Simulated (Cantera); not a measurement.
A perfectly stirred reactor is fed with CO : H2 : CH4 : O2 : N2 : CO2 = 1 : 0.12 : 0.046 : 0.652 : 2.45 : 0.6 (molar parts), at 5.00 bar; it is adiabatic with a 700 K inlet, and is followed from long to short residence time, starting on the burning branch (τ in s: 0.09, 0.037, 0.015, 0.0062, 0.0025, 0.001, 0.00042, 0.00017, 7e-05, 2.9e-05, 1.2e-05, 4.8e-06).

Cantera simulation using GRI-Mech 3.0 (53 species, 325 reactions); the numbers are that mechanism's predictions, not measurements.

One state of this run: T (K) = 2351; x CO = 0.0279; x H2 = 0.000645; x CH4 = 3.01e-7; x HCN = 2.52e-8; x N2O = 4.06e-7; x C2H4 = 1.42e-12; x C2H = <1e-12. x: mole fraction; the columns are a selection and need not sum to one.

Problem. Which value of τ (s) does it belong to?
(A) 0.0025
(B) 7.0e-5
(C) 0.090
(D) 0.037

Solution. D, 0.037
